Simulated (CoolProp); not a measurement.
R410A at 293.15 K and 0.862 MPa is throttled through a valve to 0.445 MPa with no heat exchange. Each further row changes one setting.

The numbers come from the reference Helmholtz-energy equation of state, Lemmon 2003 in CoolProp. It is a pseudo-pure fit of the blend.

```csv
case,temperature change (K),final density (kg/m³)
as stated,-9.6,14.8
outlet pressure 0.134 MPa,…,…
outlet pressure 0.579 MPa,…,19.4
```

Problem. Some entries are withheld; supply them.

Solution. 
- outlet pressure 0.134 MPa, temperature change (K): -17.6
- outlet pressure 0.134 MPa, final density (kg/m³): 4.35
- outlet pressure 0.579 MPa, temperature change (K): -6.4
